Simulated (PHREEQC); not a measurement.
Dissolve 0.082 mol/kgw H2SO4 and 0.14 mol/kgw Al2(SO4)3 at 48 °C. Closed to the air; pH follows from the charge balance.

Equilibrium calculation in PHREEQC: ion-association model, wateq4f.dat.

```tsv
quantity	before	after
pH	1.43	3.67
ionic strength (mol/kgw)	0.453	0.481
HSO4- (mol/kgw)	0.114	0.00103
SO4-2 (mol/kgw)	0.0604	0.0948
```

Question: Which change was made?
A) Al2(SO4)3 replaced by (NH4)2SO4 at the same molality
B) temperature from 48 to 15 °C
C) H2SO4 left out
D) H2SO4 replaced by CuSO4 at the same molality
E) Al2(SO4)3 left out

Answer: D, H2SO4 replaced by CuSO4 at the same molality

Precipitation was switched off in this run. Some of these states are supersaturated (in Boehmite (slow to form), Gibbsite (slow to form), for instance). Away from 25 °C the constants follow the database's enthalpies or fits; those with neither stay at their 25 °C values.
